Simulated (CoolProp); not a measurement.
Vapour-liquid equilibrium of C2F6 (R116) (1) + propane (2) at 260.1 K; x and y are mole fractions of (1).

Computed with CoolProp (multi-fluid Helmholtz-energy mixture model, Lemmon 2006 and Lemmon 2009; pair parameters Bell 2016).

| x | bubble pressure, mixture model (bar) | bubble pressure, Raoult's law (bar) | y, mixture model | y, Raoult's law |
|---|---|---|---|---|
| 0.05 | 5.400 | 3.605 | 0.416 | 0.178 |
| 0.125 | 7.645 | 4.336 | 0.589 | 0.371 |
| 0.2 | 8.952 | 5.067 | 0.653 | 0.508 |
| 0.275 | 9.726 | 5.797 | 0.686 | 0.610 |
| 0.35 | 10.23 | 6.528 | 0.707 | 0.690 |
| 0.425 | 10.61 | 7.259 | 0.724 | 0.753 |
| 0.5 | 10.95 | 7.990 | 0.741 | 0.805 |
| 0.575 | 11.29 | 8.721 | 0.761 | 0.848 |
| 0.65 | 11.63 | 9.452 | 0.785 | 0.885 |
| 0.725 | 11.98 | 10.18 | 0.815 | 0.916 |
| 0.8 | 12.30 | 10.91 | 0.852 | 0.943 |
| 0.875 | 12.58 | 11.64 | 0.899 | 0.967 |
| 0.95 | 12.79 | 12.38 | 0.956 | 0.987 |

The largest gap from Raoult's law is +76.7 % in bubble pressure, at x = 0.2. No azeotrope shows between x = 0.05 and 0.95.

Pair parameters are fitted to limited data, so mixtures are less certain than the pure fluids. With so large a gap from Raoult's law the liquid may split in two, which this calculation doesn't test in full.
